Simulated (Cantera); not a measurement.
## Equilibrium for carbon deposition, reforming and gasification: acetone + H₂ + N₂

Feed: 1 mol acetone, 1.5 mol H₂, 8.2 mol N₂, held at 6.90 mbar.

Method: chemical equilibrium by Gibbs-energy minimisation in Cantera with the NASA 1993 tables (ideal gas, pure condensed phases). Candidate condensed phases: C, C₆H₆, C₇H₈, C₈H₁₈, H₂O; 136 gas species. The feed counts by its element totals alone. Rates play no part.

```csv
T (K),log p N₂,log p H,log p H₂,log p CO,log p HCN,log p CN,log p C₃,n C(graphite)
2400,-2.41,-3.18,-2.76,-3.32,-3.85,-5.57,-7.01,1.62
2475,-2.42,-3.05,-2.80,-3.33,-3.79,-5.29,-6.47,1.54
2550,-2.43,-2.94,-2.86,-3.34,-3.74,-5.03,-5.97,1.45
2625,-2.45,-2.84,-2.93,-3.35,-3.71,-4.78,-5.50,1.34
2700,-2.46,-2.76,-3.02,-3.36,-3.69,-4.55,-5.06,1.20
2775,-2.48,-2.69,-3.13,-3.37,-3.68,-4.33,-4.64,0.987
2850,-2.49,-2.64,-3.25,-3.39,-3.69,-4.13,-4.24,0.576
```
log p: log10 of the partial pressure in bar; n: condensed amount in mol.

From 2400 K to 2850 K the condensed part is C(graphite). The main C-bearing gas is CO throughout. The share of C in condensed phases is highest at 2400 K (53.9 %) and lowest at 2850 K (19.2 %).
